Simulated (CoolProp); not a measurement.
Benzene at several states: density (kg/m³) from the reference equation and from simpler models built on Tc = 562.0 K, pc = 4.906 MPa, ω = 0.211; each cubic takes its own stable root.

Model: reference Helmholtz-energy equation of state, Thol 2012, in CoolProp.

```json
[
 {"T (K)": "484.3", "p (MPa)": "3.75", "phase": "liquid", "reference": "649.4"},
 {"T (K)": "530.3", "p (MPa)": "26.3", "phase": "liquid", "reference": "666.8"},
 {"T (K)": "602.7", "p (MPa)": "0.0848", "phase": "gas", "reference": "1.328"},
 {"T (K)": "368.5", "p (MPa)": "10.4", "phase": "liquid", "reference": "809.6"},
 {"T (K)": "551", "p (MPa)": "0.0456", "phase": "gas", "reference": "0.7801"}
]
```

Task: How far does each simpler model (Soave-Redlich-Kwong, Peng-Robinson) lie from the reference over these 5 states: mean and median of the absolute difference, and the worst?

Result: 
- Soave-Redlich-Kwong: mean 5.1 %, median 6.7 %, worst -11.5 % at 484.3 K and 3.75 MPa
- Peng-Robinson: mean 1.7 %, median 0.2 %, worst +4.3 % at 530.3 K and 26.3 MPa
